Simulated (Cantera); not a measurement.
A freely propagating, adiabatic, planar premixed flame of H₂ : O₂ : N₂ = 1 : 0.417 : 1.57 (molar parts), unburnt at 548 K and 330000 Pa; mixture-averaged transport, grid criteria slope 0.08 and curve 0.16, no radiation.

Cantera simulation using the H2/O2 subset of GRI-Mech 3.0, which has no nitrogen chemistry; the numbers are that mechanism's predictions, not measurements. The hydrogen kinetics of GRI-Mech 3.0 are dated; newer H2 mechanisms differ, most at raised pressure. Burning velocities carry a grid error of a few per cent, more on coarse grids.

Q: Predict: laminar burning velocity; thermal thickness; peak x(H₂O₂); peak x(O); peak x(H); peak x(OH).

A: 
```
Property                      Value
------------------------  ---------
laminar burning velocity   724 cm/s
thermal thickness         0.0946 mm
peak x(H₂O₂)                5.87e-5
peak x(O)                   0.00817
peak x(H)                    0.0515
peak x(OH)                   0.0160
```
